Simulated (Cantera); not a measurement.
Input: 1 mol CuO, 7.5 mol NF3, a varied amount of H2, equilibrated at 1298 K and 16.0 Pa.

Equilibrium computed with Cantera from the NASA thermochemical tables; the gas is ideal and each condensed phase is pure. Candidate condensed phases: Cu, CuF2, CuO, Cu(OH)2, Cu2O, H2O; 45 gas species. Rates play no part.

x: gas mole fraction; n: condensed amount in mol.

```tsv
n(H2) (mol)	x HF	x F	x H2	x N2	x CuF2	x CuF	x H2O	x O2	n Cu(s)
1.7	0.132	0.664	<1e-12	0.146	0.0388	3.00e-5	<1e-12	0.0194	0
2.4	0.186	0.610	<1e-12	0.146	0.0388	3.26e-5	<1e-12	0.0194	0
3.6	0.280	0.516	<1e-12	0.146	0.0388	3.85e-5	<1e-12	0.0194	0
5.2	(withheld)	(withheld)	<1e-12	0.146	0.0388	(withheld)	<1e-12	0.0194	0
7.6	(withheld)	(withheld)	<1e-12	0.146	0.0387	(withheld)	<1e-12	0.0194	0
11	0.800	4.88e-7	5.02e-7	0.139	3.48e-5	0.0365	0.00899	0.0141	0
16	0.725	9.02e-10	0.121	0.121	1.75e-10	9.97e-5	0.0322	3.12e-12	0.968
24	0.576	4.54e-10	0.301	0.0961	4.45e-11	5.02e-5	0.0256	<1e-12	0.961
35	0.450	2.88e-10	0.455	0.0749	1.79e-11	3.19e-5	0.0200	<1e-12	0.951
```

Q: Some entries are withheld; supply them.

A: 
- 7.6, x HF: 0.590
- 7.6, x F: 0.206
- 7.6, x CuF: 9.65e-5
- 5.2, x HF: 0.404
- 5.2, x F: 0.392
- 5.2, x CuF: 5.07e-5
